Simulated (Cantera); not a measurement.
# Stirred combustor or abatement burner

A perfectly stirred reactor is fed with H2 : O2 : N2 : H2O = 1.3 : 0.357 : 1.34 : 0.24 (molar parts), equivalence ratio 1.8, at 10.0 bar; it is adiabatic with a 450 K inlet, and is followed from long to short residence time, starting on the burning branch (τ in s: 0.031, 0.014, 0.006, 0.0026, 0.0012, 0.00051, 0.00022, 9.9e-05, 4.4e-05, 1.9e-05, 8.5e-06).

Cantera simulation using the H2/O2 subset of GRI-Mech 3.0, which has no nitrogen chemistry; the numbers are that mechanism's predictions, not measurements. The hydrogen kinetics of GRI-Mech 3.0 are dated; newer H2 mechanisms differ, most at raised pressure.

```json
[
 {"τ (s)": "0.031", "T (K)": "2091", "x H2": "0.203", "x O2": "3.06e-5", "x H2O": "0.331", "x H": "0.000714", "x HO2": "2.97e-8", "x O": "3.72e-7", "x H2O2": "8.20e-9"},
 {"τ (s)": "0.014", "T (K)": "2089", "x H2": "0.203", "x O2": "5.17e-5", "x H2O": "0.331", "x H": "0.000946", "x HO2": "6.37e-8", "x O": "6.65e-7", "x H2O2": "1.63e-8"},
 {"τ (s)": "0.0060", "T (K)": "2086", "x H2": "0.203", "x O2": "8.62e-5", "x H2O": "0.331", "x H": "0.00134", "x HO2": "1.43e-7", "x O": "1.36e-6", "x H2O2": "3.39e-8"},
 {"τ (s)": "0.0026", "T (K)": "2081", "x H2": "0.203", "x O2": "0.000140", "x H2O": "0.330", "x H": "0.00194", "x HO2": "3.15e-7", "x O": "2.87e-6", "x H2O2": "6.81e-8"},
 {"τ (s)": "0.0012", "T (K)": "2074", "x H2": "0.202", "x O2": "0.000217", "x H2O": "0.330", "x H": "0.00276", "x HO2": "6.40e-7", "x O": "5.82e-6", "x H2O2": "1.25e-7"},
 {"τ (s)": "0.00051", "T (K)": "2064", "x H2": "0.202", "x O2": "0.000353", "x H2O": "0.329", "x H": "0.00406", "x HO2": "1.35e-6", "x O": "1.27e-5", "x H2O2": "2.29e-7"},
 {"τ (s)": "0.00022", "T (K)": "2048", "x H2": "0.201", "x O2": "0.000576", "x H2O": "0.328", "x H": "0.00591", "x HO2": "2.71e-6", "x O": "2.70e-5", "x H2O2": "3.86e-7"},
 {"τ (s)": "9.9e-5", "T (K)": "2027", "x H2": "0.201", "x O2": "0.000923", "x H2O": "0.326", "x H": "0.00839", "x HO2": "5.04e-6", "x O": "5.46e-5", "x H2O2": "5.92e-7"},
 {"τ (s)": "4.4e-5", "T (K)": "1996", "x H2": "0.200", "x O2": "0.00151", "x H2O": "0.323", "x H": "0.0118", "x HO2": "9.23e-6", "x O": "0.000109", "x H2O2": "8.68e-7"},
 {"τ (s)": "1.9e-5", "T (K)": "1950", "x H2": "0.199", "x O2": "0.00257", "x H2O": "0.319", "x H": "0.0166", "x HO2": "1.73e-5", "x O": "0.000216", "x H2O2": "1.25e-6"},
 {"τ (s)": "8.5e-6", "T (K)": "1888", "x H2": "0.200", "x O2": "0.00445", "x H2O": "0.313", "x H": "0.0221", "x HO2": "3.24e-5", "x O": "0.000397", "x H2O2": "1.79e-6"}
]
```
x: mole fraction; the columns are a selection and need not sum to one.
